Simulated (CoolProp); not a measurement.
Values from CoolProp's reference Helmholtz-energy equation of state, McLinden 2015.

Question: For the fluoroketone C6F12O (FK-5-1-12), give the phase and the Z, cp (kJ/(kg K)) at 3.75 °C and 4.35 MPa; 22.75 °C and 4.35 MPa; 136.85 °C and 4.35 MPa.

Answer: 
- 3.75 °C and 4.35 MPa: liquid; Z 0.355, cp 1.09
- 22.75 °C and 4.35 MPa: liquid; Z 0.343, cp 1.09
- 136.85 °C and 4.35 MPa: liquid; Z 0.323, cp 1.22
